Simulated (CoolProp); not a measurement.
Vapour-liquid equilibrium of R22 (1) + R152A (2) at 282.2 K; x and y are mole fractions of (1).

Model: multi-fluid Helmholtz-energy mixture model, Kamei 1995 and Outcalt 1996; pair parameters Bell 2016, in CoolProp.

```
x     bubble pressure (kPa)  y at the bubble point  dew pressure at overall composition x (kPa)  liquid density (mol/L)
----  ---------------------  ---------------------  -------------------------------------------  ----------------------
0.05                  372.2                  0.075                                        368.4                   14.22
0.2                   407.0                  0.282                                        392.3                     [?]
0.35                  445.2                    [?]                                        420.2                   14.32
0.5                   487.9                  0.626                                        453.7                   14.37
0.65                  535.2                  0.764                                          [?]                   14.41
0.8                   587.1                  0.880                                        549.9                   14.44
0.95                  642.6                  0.973                                        627.2                   14.46
```

Complete the blanks.


- 0.2, liquid density (mol/L): 14.27
- 0.35, y at the bubble point: 0.465
- 0.65, dew pressure at overall composition x (kPa): 495.3

No azeotrope shows between x = 0.05 and 0.95.

Pair parameters are fitted to limited data, so mixtures are less certain than the pure fluids.
